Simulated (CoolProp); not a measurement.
Values from CoolProp's reference Helmholtz-energy equation of state, Lemmon 2006. It is a short technical equation, of lower accuracy than the large ones.

Q: Give the vapour pressure (MPa), liquid cp (kJ/(kg K)), surface tension (mN/m), liquid viscosity (µPa s) of saturated C3F8 (R218) at 168, 181.8 K.

A: 
| T (K) | p (MPa) | liquid cp (kJ/(kg K)) | surface tension (mN/m) | liquid viscosity (µPa s) |
|---|---|---|---|---|
| 168 | 0.000953 | 0.846 | 19.1 | 1910 |
| 181.8 | 0.00344 | 0.869 | 17.3 | 1300 |

Viscosity comes from a separate model (Huber 2003), an estimate that may be off by 10 % or more. Surface tension comes from a separate correlation (Mulero 2012).
